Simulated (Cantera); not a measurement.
Low-pressure radical oxidation in H2/O2

A perfectly stirred reactor is fed with 6.55 % H2, 92.3 % O2, 1.20 % H2O, equivalence ratio 0.035, at 5.25 Torr; it is held at 1198 K, and followed from long to short residence time.

Computed with Cantera and GRI-Mech 3.0 (53 species, 325 reactions). Radical loss at walls, strong at low pressure, is not modelled. The temperature is held fixed by assumption; the heat of reaction is taken as removed at once.

```json
[
 {"τ (s)": "24", "x H2": "5.64e-5", "x O2": "0.919", "x H2O2": "3.60e-8", "x OH": "0.000720", "x O": "0.000844"},
 {"τ (s)": "5.7", "x H2": "0.000140", "x O2": "0.917", "x H2O2": "5.07e-8", "x OH": "0.00115", "x O": "0.00217"},
 {"τ (s)": "1.3", "x H2": "0.000347", "x O2": "0.913", "x H2O2": "6.54e-8", "x OH": "0.00185", "x O": "0.00551"},
 {"τ (s)": "0.31", "x H2": "0.000791", "x O2": "0.905", "x H2O2": "7.51e-8", "x OH": "0.00280", "x O": "0.0125"},
 {"τ (s)": "0.074", "x H2": "0.00164", "x O2": "0.893", "x H2O2": "7.98e-8", "x OH": "0.00391", "x O": "0.0233"},
 {"τ (s)": "0.017", "x H2": "0.00345", "x O2": "0.883", "x H2O2": "9.06e-8", "x OH": "0.00500", "x O": "0.0311"},
 {"τ (s)": "0.0040", "x H2": "0.00874", "x O2": "0.883", "x H2O2": "1.25e-7", "x OH": "0.00627", "x O": "0.0292"}
]
```
x: mole fraction; the columns are a selection and need not sum to one.
